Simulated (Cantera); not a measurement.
Input: 1 mol CH3SiCl3, 2.1 mol H2, 0.11 mol HCl, equilibrated at 2475 K and 10.5 Torr.

Method: chemical equilibrium by Gibbs-energy minimisation in Cantera with the NASA 1993 tables (ideal gas, pure condensed phases). Candidate condensed phases: C, C6H6, C7H8, C8H18, Si, SiC; 109 gas species. The feed counts by its element totals alone. The tables' values for SiCl, SiCl3 are old estimates; treat these amounts as uncertain. Gases not in the tables: Si2H6 and higher silanes. Equilibrium is a limit: real reactors are often held back by kinetics, nucleation or transport.

Task: What is the equilibrium state?

Result: 
* **x(H2)**: 0.375
* **x(HCl)**: 0.289
* **x(H)**: 0.116
* **x(SiCl2)**: 0.0641
* **x(Cl)**: 0.0635
* **x(Si)**: 0.0539
* **x(SiCl)**: 0.0140
* **x(SiC2)**: 0.0130
* **x(Si2C)**: 0.00614
* **n(C(graphite))**: 0.750 mol
* **gas amount**: 6.283 mol
* **log10 activity of Si(l) (absent)**: -0.72
